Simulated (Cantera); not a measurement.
An adiabatic, constant-pressure homogeneous reactor starts with CH₄ : H₂ : O₂ : N₂ = 1 : 0.77 : 1.99 : 7.47 (molar parts), at 1625 K and 20.0 bar. Integrator tolerance rtol = 1e-08.

Computed with Cantera and GRI-Mech 3.0 (53 species, 325 reactions). The pressure lies above the range GRI-Mech 3.0 was tuned for (to about 10 atm). Above 3000 K some thermodynamic fits are extrapolated.

```csv
quantity,before,after
time of steepest temperature rise,8.35 µs,7.25 µs
temperature at 3.00 s,3048 K,3274 K
equilibrium temperature,3048 K,3274 K
x(CH₄) at 3.00 s,2.62e-12 (gas-phase equilibrium 3.12e-12),1.02e-11 (gas-phase equilibrium 1.21e-11)
x(H₂) at 3.00 s,0.0368 (gas-phase equilibrium 0.0368),0.0408 (gas-phase equilibrium 0.0408)
x(O₂) at 3.00 s,0.00389 (gas-phase equilibrium 0.00389),0.00537 (gas-phase equilibrium 0.00537)
x(HCO) at 3.00 s,5.88e-7 (gas-phase equilibrium 5.88e-7),1.45e-6 (gas-phase equilibrium 1.45e-6)
x(CH₂O) at 3.00 s,1.53e-8 (gas-phase equilibrium 1.53e-8),3.82e-8 (gas-phase equilibrium 3.82e-8)
x(O) at 3.00 s,0.00187 (gas-phase equilibrium 0.00187),0.00306 (gas-phase equilibrium 0.00306)
```

Task: Which change was made?
(A) H2 0.77 to 1.4 parts
(B) pressure from 20.0 bar to 5.00 bar
(C) initial temperature 1625 to 1200 K
(D) constant volume in place of constant pressure

Result: D, constant volume in place of constant pressure
